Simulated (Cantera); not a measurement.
Input: 1 mol Si2Cl6, 10 mol NH3, equilibrated at 1.33 mbar.

Equilibrium computed with Cantera from the NASA thermochemical tables; the gas is ideal and each condensed phase is pure. Candidate condensed phases: NH4Cl, Si, Si3N4; 28 gas species. The feed counts by its element totals alone. Kinetics and transport are ignored. All values below are at 650 °C.

Base state: H2 0.559, HCl 0.267, N2 0.171, SiCl4 0.00246, SiHCl3 1.83e-5 (mole fractions); condensed: Si3N4(s).

### Question
What changes in the equilibrium state with this change: Si2Cl6 replaced by SiH2Cl2?

### Answer
```tsv
species	before	after
H2	0.559	0.703
N2	0.171	0.203
HCl	0.267	0.0937
SiCl4	0.00246	2.09e-5
SiHCl3	1.83e-5	5.59e-7
Si3N4(s), mol	0.649	0.333
```
